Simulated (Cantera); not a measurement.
Input (Python, Cantera):

```python
import numpy as np
import cantera as ct

gas = ct.Solution("gri30.yaml")
gas.TPX = 1525, 1000000, {'H2': 1, 'O2': 0.2, 'N2': 1.45}
reactor = ct.IdealGasConstPressureReactor(gas, energy="on", clone=False)
net = ct.ReactorNet([reactor])
net.rtol, net.atol = 1e-08, 1e-16
show = ['H2', 'O2', 'H', 'NO', 'HO2', 'H2O', 'NO2']
times = np.geomspace(5e-06, 0.3, 13)

steps = ct.SolutionArray(gas, extra=["t"])
rows = []
print(f"{'t/s':>10s}{'T/K':>9s}{'P/Pa':>11s}" + "".join(f"{s:>11s}" for s in show))
for t in times:
    while net.time < t:
        t_next = net.step()
        steps.append(gas.state, t=t_next)
    rows.append([np.interp(t, steps.t, y) for y in (steps.T, steps.P, *steps(*show).X.T)])
    print(f"{t:10.3e}{rows[-1][0]:9.1f}{rows[-1][1]:11.4g}" + "".join(f"{x:11.3e}" for x in rows[-1][2:]))
rate = np.gradient(steps.T, steps.t)
print("integrator steps:", len(steps.t))
if steps.T.max() > steps.T[0] + 200:
    print(f"time of steepest temperature rise: {steps.t[rate.argmax()]:.4e} s")
gas.TPX = 1525, 1000000, {'H2': 1, 'O2': 0.2, 'N2': 1.45}
gas.equilibrate("HP")
print(f"equilibrium (HP): T = {gas.T:.1f} K  " + "  ".join(f"{s} {gas[s].X[0]:.3e}" for s in show))
```

It prints:

```
       t/s      T/K       P/Pa         H2         O2          H         NO        HO2        H2O        NO2
 5.000e-06   2391.6      1e+06  2.286e-01  9.326e-05  2.900e-02  1.784e-05  4.877e-07  1.564e-01  3.739e-10
 1.251e-05   2511.7      1e+06  2.382e-01  1.643e-05  1.192e-02  2.163e-05  7.552e-08  1.603e-01  2.877e-10
 3.128e-05   2551.3      1e+06  2.414e-01  4.337e-06  6.229e-03  2.258e-05  1.438e-08  1.617e-01  2.352e-10
 7.825e-05   2559.1      1e+06  2.420e-01  2.850e-06  5.115e-03  2.366e-05  8.461e-09  1.620e-01  2.293e-10
 1.957e-04   2559.2      1e+06  2.421e-01  2.811e-06  5.083e-03  2.825e-05  8.319e-09  1.620e-01  2.730e-10
 4.896e-04   2559.2      1e+06  2.421e-01  2.809e-06  5.082e-03  3.892e-05  8.311e-09  1.620e-01  3.760e-10
 1.225e-03   2559.0      1e+06  2.421e-01  2.804e-06  5.079e-03  5.880e-05  8.297e-09  1.620e-01  5.676e-10
 3.064e-03   2558.9      1e+06  2.421e-01  2.799e-06  5.076e-03  7.727e-05  8.284e-09  1.619e-01  7.455e-10
 7.663e-03   2558.9      1e+06  2.421e-01  2.799e-06  5.076e-03  8.061e-05  8.282e-09  1.619e-01  7.776e-10
 1.917e-02   2558.9      1e+06  2.421e-01  2.799e-06  5.076e-03  8.063e-05  8.282e-09  1.619e-01  7.779e-10
 4.795e-02   2558.9      1e+06  2.421e-01  2.799e-06  5.076e-03  8.063e-05  8.282e-09  1.619e-01  7.779e-10
 1.199e-01   2558.9      1e+06  2.421e-01  2.799e-06  5.076e-03  8.063e-05  8.282e-09  1.619e-01  7.779e-10
 3.000e-01   2558.9      1e+06  2.421e-01  2.799e-06  5.076e-03  8.063e-05  8.282e-09  1.619e-01  7.779e-10
integrator steps: 1308
time of steepest temperature rise: 2.1100e-06 s
equilibrium (HP): T = 2558.9 K  H2 2.421e-01  O2 2.799e-06  H 5.076e-03  NO 8.063e-05  HO2 8.282e-09  H2O 1.619e-01  NO2 7.779e-10
```

Model: GRI-Mech 3.0 (53 species, 325 reactions), integrated in Cantera. The hydrogen kinetics of GRI-Mech 3.0 are dated; newer H2 mechanisms differ, most at raised pressure.
